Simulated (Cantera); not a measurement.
A Cantera script and its output.

```python
import numpy as np
import cantera as ct

gas = ct.Solution("gri30.yaml")


def delay(T, t_max=10):
    gas.TPX = T, 100000, {'CH4': 1, 'O2': 1.43, 'N2': 9.86}
    reactor = ct.IdealGasConstPressureReactor(gas, clone=False)
    net = ct.ReactorNet([reactor])
    net.rtol, net.atol = 1e-8, 1e-16
    while net.time < t_max:
        t_old, T_old = net.time, reactor.T
        net.step()
        if reactor.T > T + 400:  # ignition: a rise of 400 K
            return t_old + (T + 400 - T_old) / (reactor.T - T_old) * (net.time - t_old)
    return np.nan


taus = []
for T in [1300, 1350, 1400, 1450, 1500, 1550, 1600]:
    taus.append(delay(T))
    print(f"T0 = {T:6g} K   tau = {taus[-1]:.4e} s")
```

It prints:

```
T0 =   1300 K   tau = 2.5592e-02 s
T0 =   1350 K   tau = 1.3461e-02 s
T0 =   1400 K   tau = 7.2587e-03 s
T0 =   1450 K   tau = 4.0220e-03 s
T0 =   1500 K   tau = 2.2994e-03 s
T0 =   1550 K   tau = 1.3621e-03 s
T0 =   1600 K   tau = 8.3864e-04 s
```

Model: GRI-Mech 3.0 (53 species, 325 reactions), integrated in Cantera.
